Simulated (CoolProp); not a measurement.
A simple Rankine cycle with R124: condensing at 313.15 K, boiler at 3.04 MPa, turbine inlet 391 K, turbine efficiency 0.85, pump efficiency 0.6, no recuperator. Each further row changes one setting.

Model: reference Helmholtz-energy equation of state, de Vries 1995, in CoolProp.

| case | thermal efficiency (%) | net work (kJ/kg) | heat in (kJ/kg) | turbine exit temperature (K) | volume ratio over the turbine |
|---|---|---|---|---|---|
| as stated | ? | ? | 166 | 324.7 | ? |
| turbine inlet 411 K | 11.7 | ? | ? | 352.7 | ? |
| condensing temperature 305.15 K | 12.5 | 22.0 | 175 | 318.3 | 8.41 |
| boiler pressure 2.13 MPa | 9.8 | ? | 185 | 348.0 | 3.89 |
| turbine efficiency 0.75 | 9.7 | 16.2 | 166 | 327.7 | 6.77 |

### Question
Complete the blanks.

### Answer

- as stated, thermal efficiency (%): 11.3
- as stated, net work (kJ/kg): 18.8
- as stated, volume ratio over the turbine: 6.67
- turbine inlet 411 K, net work (kJ/kg): 22.7
- turbine inlet 411 K, heat in (kJ/kg): 194
- turbine inlet 411 K, volume ratio over the turbine: 5.85
- boiler pressure 2.13 MPa, net work (kJ/kg): 18.2
